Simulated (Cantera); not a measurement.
A perfectly stirred reactor is fed with NH3 : N2 = 1 : 0.41 (molar parts), at 1.00 bar; it is held at 1748 K, and followed from long to short residence time.

Computed with Cantera and the gas-phase N/H chemistry of the illustrative SiF4/NH3 mechanism in the Surface Chemkin manual (1991). Walls and surfaces, which speed up NH3 decomposition in real reactors, are not modelled.

One state of this run: x NH3 = 0.417; x NH = 1.29e-6; x N2 = 0.326; x N = 4.58e-8; x H = 3.96e-5. x: mole fraction; the columns are a selection and need not sum to one.

### Question
Which value of τ (s) does it belong to?
A) 0.47
B) 0.0049
C) 0.00024
D) 0.0011

### Answer
A, 0.47
